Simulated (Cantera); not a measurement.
A perfectly stirred reactor is fed with CO : H2 : O2 : N2 = 1 : 1 : 1.15 : 4.32 (molar parts), equivalence ratio 0.87, at 18.0 bar; it is adiabatic with a 398 K inlet, and is followed from long to short residence time, starting on the burning branch (τ in s: 0.042, 0.015, 0.0052, 0.0019, 0.00066, 0.00023, 8.3e-05, 3e-05, 1e-05, 3.7e-06).

Detailed kinetics in Cantera: GRI-Mech 3.0 (53 species, 325 reactions). The hydrogen kinetics of GRI-Mech 3.0 are dated; newer H2 mechanisms differ, most at raised pressure. The pressure lies above the range GRI-Mech 3.0 was tuned for (to about 10 atm).

x: mole fraction; the columns are a selection and need not sum to one.

| τ (s) | T (K) | x CO | x H2 | x O2 | x NO | x O |
|---|---|---|---|---|---|---|
| 0.042 | 2406 | 0.00524 | 0.000897 | 0.0226 | 0.00508 | 0.000322 |
| 0.015 | 2407 | 0.00535 | 0.000914 | 0.0231 | 0.00417 | 0.000332 |
| 0.0052 | 2407 | 0.00567 | 0.000960 | 0.0239 | 0.00271 | 0.000353 |
| 0.0019 | 2403 | 0.00645 | 0.00108 | 0.0249 | 0.00142 | … |
| 0.00066 | 2388 | 0.00839 | 0.00137 | 0.0263 | 0.000640 | … |
| 0.00023 | 2354 | 0.0124 | 0.00200 | 0.0285 | 0.000298 | … |
| 8.3e-5 | 2295 | 0.0190 | 0.00306 | 0.0319 | 0.000150 | … |
| 3.0e-5 | 2206 | 0.0288 | 0.00465 | 0.0371 | 7.93e-5 | … |
| 1.0e-5 | 2057 | 0.0453 | 0.00715 | 0.0460 | 4.30e-5 | 0.00287 |
| 3.7e-6 | 1775 | 0.0797 | 0.0131 | 0.0664 | 1.30e-5 | 0.00282 |

Task: Some entries are withheld; supply them.

Result: 
- 0.0019, x O: 0.000393
- 0.00066, x O: 0.000484
- 0.00023, x O: 0.000694
- 8.3e-5, x O: 0.00111
- 3.0e-5, x O: 0.00181
